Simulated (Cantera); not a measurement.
## Dilute partial oxidation

A perfectly stirred reactor is fed with 0.947 % CH3OH, 0.434 % O2, 98.6 % N2, equivalence ratio 3.3, at 1.01 bar; it is held at 1323 K, and followed from long to short residence time.

Cantera simulation using GRI-Mech 3.0 (53 species, 325 reactions); the numbers are that mechanism's predictions, not measurements. GRI-Mech 3.0 was tuned for natural gas; its chemistry of methanol as a main component is partial and can be far from experiment.

```
τ (s)   x CH3OH      x O2     x HCN     x CH2       x H    x HCO      x NO
------  -------  --------  --------  --------  --------  -------  --------
2.5     1.51e-6   2.30e-5   2.03e-7  8.83e-10   2.26e-5  2.31e-9   5.41e-8
1.2     2.45e-6   3.69e-5   2.75e-7   1.87e-9   2.90e-5  4.31e-9   7.55e-8
0.58    3.94e-6   5.85e-5   3.62e-7   3.88e-9   3.73e-5  8.27e-9   1.02e-7
0.28    6.33e-6   9.21e-5   4.64e-7   7.95e-9   4.80e-5  1.62e-8   1.35e-7
0.13    1.04e-5  0.000147   5.80e-7   1.65e-8   6.24e-5  3.34e-8   1.73e-7
0.065   1.66e-5  0.000222   6.69e-7   3.09e-8   7.82e-5  6.47e-8   2.06e-7
0.031   2.80e-5  0.000346   7.04e-7   5.72e-8   9.65e-5  1.32e-7   2.31e-7
0.015   4.99e-5  0.000539   6.17e-7   9.63e-8  0.000111  2.64e-7   2.25e-7
0.0073  0.00146   0.00211  4.67e-10   5.04e-9   5.95e-6  4.12e-7  4.83e-10
```
x: mole fraction; the columns are a selection and need not sum to one.
